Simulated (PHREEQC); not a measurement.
Make-up at 25 °C: 0.088 mol NaHSO4 and 0.034 mol Na2CO3 per kg of water. Closed to the air; pH follows from the charge balance.

Model: ion-association model, phreeqc.dat, run in PHREEQC.

**Question.** The ionic strength comes out as 0.212 mol/kgw. What activity coefficients do SO4-2, Na+, H+, NaSO4-, HCO3- get?

**Answer.** SO4-2 0.29, Na+ 0.74, H+ 0.80, NaSO4- 0.74, HCO3- 0.74.

No solid was allowed to form. Complexes and solids missing from the database can't appear.
